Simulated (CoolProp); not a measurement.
Saturation properties of nitrous oxide.

Computed with CoolProp (reference Helmholtz-energy equation of state, Lemmon 2006). It is a short technical equation, of lower accuracy than the large ones.

```json
[
 {"T (K)": "190.9", "p (bar)": "1.449", "liquid density (kg/m³)": "1212", "vapour density (kg/m³)": "4.159", "enthalpy of vaporisation (kJ/kg)": "367.2", "surface tension (mN/m)": "22.3"},
 {"T (K)": "200.9", "p (bar)": "2.443", "liquid density (kg/m³)": "1182", "vapour density (kg/m³)": "6.770", "enthalpy of vaporisation (kJ/kg)": "355.3", "surface tension (mN/m)": "20.1"},
 {"T (K)": "210.8", "p (bar)": "3.878", "liquid density (kg/m³)": "1150", "vapour density (kg/m³)": "10.45", "enthalpy of vaporisation (kJ/kg)": "342.8", "surface tension (mN/m)": "17.9"},
 {"T (K)": "220.7", "p (bar)": "5.879", "liquid density (kg/m³)": "1118", "vapour density (kg/m³)": "15.51", "enthalpy of vaporisation (kJ/kg)": "329.4", "surface tension (mN/m)": "15.8"},
 {"T (K)": "230.7", "p (bar)": "8.599", "liquid density (kg/m³)": "1083", "vapour density (kg/m³)": "22.37", "enthalpy of vaporisation (kJ/kg)": "314.8", "surface tension (mN/m)": "13.7"},
 {"T (K)": "240.6", "p (bar)": "12.12", "liquid density (kg/m³)": "1047", "vapour density (kg/m³)": "31.33", "enthalpy of vaporisation (kJ/kg)": "299.0", "surface tension (mN/m)": "11.6"},
 {"T (K)": "250.6", "p (bar)": "16.64", "liquid density (kg/m³)": "1008", "vapour density (kg/m³)": "43.17", "enthalpy of vaporisation (kJ/kg)": "281.3", "surface tension (mN/m)": "9.62"},
 {"T (K)": "260.5", "p (bar)": "22.23", "liquid density (kg/m³)": "966.8", "vapour density (kg/m³)": "58.45", "enthalpy of vaporisation (kJ/kg)": "261.8", "surface tension (mN/m)": "7.71"}
]
```

It boils at 184.7 K under 1 atm.

Surface tension comes from a separate correlation (Mulero 2012).
